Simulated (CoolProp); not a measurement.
The numbers come from the reference Helmholtz-energy equation of state, Zhou 2014 in CoolProp.

Problem. Give the vapour pressure (kPa), liquid density (kg/m³), vapour density (kg/m³), liquid cp (kJ/(kg K)) of saturated cyclohexane at 256.95 °C.

Solution. 
```csv
T (°C),p (kPa),liquid density (kg/m³),vapour density (kg/m³),liquid cp (kJ/(kg K))
256.95,3030,460,105,3.98
```
